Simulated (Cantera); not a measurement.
Cantera run, input and output.

```python
import numpy as np
import cantera as ct

gas = ct.Solution("h2o2.yaml")
gas.TPX = 450, 170000, {'H2': 1, 'O2': 0.694, 'N2': 2.61}
flame = ct.FreeFlame(gas, width=0.028)
flame.set_refine_criteria(ratio=3, slope=0.08, curve=0.16)
flame.transport_model = "unity-Lewis-number"
flame.solve(loglevel=0, auto=True)
z, T = flame.grid, flame.T
thick = (T[-1] - T[0]) / np.gradient(T, z).max()
show = ['H2', 'O2', 'H', 'OH', 'HO2', 'H2O2']
print(f"laminar burning velocity  {flame.velocity[0] * 100:.3f} cm/s")
print(f"burnt temperature         {T[-1]:.1f} K")
print(f"thermal thickness         {thick * 1e3:.4f} mm")
print(f"grid points               {len(z)}")
z0 = z[flame.heat_release_rate.argmax()]
print(f"{'z/mm':>9s}{'T/K':>9s}{'u/(m/s)':>9s}" + "".join(f"{s:>11s}" for s in show))
rows = []
for k in (-3, -2, -1.5, -1, -0.5, -0.25, 0, 0.25, 0.5, 1, 2, 4, 8):
    zz = z0 + k * thick
    rows.append([k * thick, np.interp(zz, z, T), np.interp(zz, z, flame.velocity),
                 *(np.interp(zz, z, flame.X[gas.species_index(s)]) for s in show)])
    print(f"{rows[-1][0] * 1e3:9.3f}{rows[-1][1]:9.1f}{rows[-1][2]:9.3f}" + "".join(f"{x:11.3e}" for x in rows[-1][3:]))
```

It prints:

```
laminar burning velocity  242.272 cm/s
burnt temperature         2166.9 K
thermal thickness         0.1559 mm
grid points               111
     z/mm      T/K  u/(m/s)         H2         O2          H         OH        HO2       H2O2
   -0.468    450.0    2.423  2.323e-01  1.612e-01  5.452e-13  2.419e-12  1.812e-08  2.130e-09
   -0.312    450.1    2.423  2.323e-01  1.612e-01  1.259e-11  5.731e-11  2.992e-07  3.544e-08
   -0.234    450.8    2.427  2.323e-01  1.612e-01  1.318e-10  6.886e-10  1.935e-06  2.295e-07
   -0.156    457.4    2.462  2.315e-01  1.608e-01  4.837e-09  3.044e-08  1.748e-05  2.000e-06
   -0.078    580.6    3.100  2.178e-01  1.541e-01  3.381e-05  4.129e-05  2.917e-04  2.080e-05
   -0.039    901.6    4.717  1.756e-01  1.342e-01  3.095e-03  7.653e-04  3.084e-04  2.426e-05
    0.000   1307.0    6.656  9.382e-02  9.610e-02  2.041e-02  4.090e-03  1.406e-04  1.029e-05
    0.039   1565.6    7.825  3.836e-02  6.715e-02  2.828e-02  9.716e-03  7.741e-05  4.640e-06
    0.078   1704.8    8.429  2.343e-02  5.774e-02  2.282e-02  1.255e-02  5.450e-05  2.660e-06
    0.156   1850.1    9.041  1.682e-02  5.360e-02  1.348e-02  1.374e-02  3.683e-05  1.405e-06
    0.312   1976.9    9.563  1.132e-02  5.142e-02  6.341e-03  1.293e-02  2.248e-05  8.151e-07
    0.624   2070.2    9.941  6.381e-03  5.020e-02  2.392e-03  1.061e-02  1.216e-05  5.180e-07
    1.247   2127.7   10.172  3.026e-03  4.984e-02  7.324e-04  7.736e-03  6.330e-06  3.437e-07
```

Cantera simulation using the H2/O2 subset of GRI-Mech 3.0, which has no nitrogen chemistry; the numbers are that mechanism's predictions, not measurements. Unity Lewis numbers drop preferential diffusion, which matters most where H2 and H carry the flame. Burning velocities carry a grid error of a few per cent, more on coarse grids.
